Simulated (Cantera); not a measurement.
An isothermal, constant-pressure homogeneous reactor starts with CH₂O : O₂ : N₂ = 0.0092 : 0.016 : 1 (molar parts), equivalence ratio 0.57, at 1050 K and 1050 Torr.

Model: GRI-Mech 3.0 (53 species, 325 reactions), integrated in Cantera.

One state of this run: x CH₂O = 0.00880; x O₂ = 0.0155; x CH₂CO = <1e-12; x CO₂ = 8.49e-8; x N₂O = 3.02e-11; x CH₃ = <1e-12. x: mole fraction; the columns are a selection and need not sum to one.

Task: Which value of t (s) does it belong to?
A) 0.00316
B) 12.6
C) 0.199
D) 35.5

Result: A, 0.00316
